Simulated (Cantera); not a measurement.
## Thermodynamics of silicon oxide and oxynitride deposition, feed Si₂H₆ + CO₂ + N₂

Feed: 1 mol Si₂H₆, 14 mol CO₂, 1.6 mol N₂, equilibrated at 1577 °C and 100 Torr.

Method: chemical equilibrium by Gibbs-energy minimisation in Cantera with the NASA 1993 tables (ideal gas, pure condensed phases). Candidate condensed phases: C, C₆H₆, C₇H₈, C₈H₁₈, H₂O, Si, SiC, SiO₂, Si₂N₂O, Si₃N₄; 151 gas species. The feed counts by its element totals alone. The tables hold silica as quartz up to 1696 K and as liquid above; real silica turns to tridymite and cristobalite and melts near 1996 K. Gases not in the tables: Si(OH)₄. Equilibrium is a limit: real reactors are often held back by kinetics, nucleation or transport.

```
Property                                   Result
--------------------------------------  ---------
x(CO₂)                                      0.405
x(CO)                                       0.348
x(H₂O)                                      0.133
x(N₂)                                      0.0860
x(H₂)                                      0.0284
x(H)                                     0.000249
x(OH)                                     8.58e-5
x(SiO)                                    9.08e-6
x(NO)                                     3.84e-6
n(SiO₂(condensed))                       2.00 mol
gas amount                              18.60 mol
log10 activity of C(graphite) (absent)      -5.65
log10 activity of Si(l) (absent)            -9.56
```
